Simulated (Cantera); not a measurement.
Charge: 1 mol SiC, 1 mol H₂O, 520 mol H₂, held at 1100 K and 0.100 bar.

Method: chemical equilibrium by Gibbs-energy minimisation in Cantera with the NASA 1993 tables (ideal gas, pure condensed phases). Candidate condensed phases: C, C₆H₆, C₇H₈, C₈H₁₈, H₂O, Si, SiC, SiO₂; 123 gas species. Mutual solubility and eutectic melting of coexisting phases are not modelled. Equilibrium is a limit: real reactors are often held back by kinetics, nucleation or transport.

Base state: H₂ 0.999, CH₄ 0.000953 (mole fractions); condensed: SiC(s) + SiO₂(β-quartz).

**Question.** What changes in the equilibrium state with this change: temperature from 1100 K to 1448 K?

**Answer.** 
```json
[
 {"species": "H₂", "before": "0.999", "after": "0.998"},
 {"species": "CO", "before": "4.74e-6", "after": "0.000866"},
 {"species": "SiO", "before": "1.32e-8", "after": "0.000715"},
 {"species": "CH₄", "before": "0.000953", "after": "1.45e-5"},
 {"species": "H", "before": "8.17e-8", "after": "2.91e-5"},
 {"species": "SiC(s), mol", "before": "0.501", "after": "0.541"},
 {"species": "SiO₂(β-quartz), mol", "before": "0.499", "after": "0.0863"}
]
```
The tables hold silica as quartz up to 1696 K and as liquid above; real silica turns to tridymite and cristobalite and melts near 1996 K.
